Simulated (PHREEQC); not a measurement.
Solution (25 °C): 0.021 mol HF and 0.26 mol NH4HF2 per kg of water. Closed to the air; pH follows from the charge balance.

All values are PHREEQC results (ion-association model, phreeqc.dat), not measurements.

```tsv
quantity	before	after
pH	2.94	2.75
ionic strength (mol/kgw)	0.262	0.262
HF (mol/kgw)	0.175	0.238
F- (mol/kgw)	0.157	0.138
```

### Question
What was changed between the two runs?
A) NH4HF2 from 0.26 to 0.052 mol/kgw
B) diluted 2-fold with water
C) HF from 0.021 to 0.105 mol/kgw
D) temperature from 25 to 85 °C
E) NH4HF2 left out

### Answer
C, HF from 0.021 to 0.105 mol/kgw

This is a speciation only: nothing precipitates in the calculation.
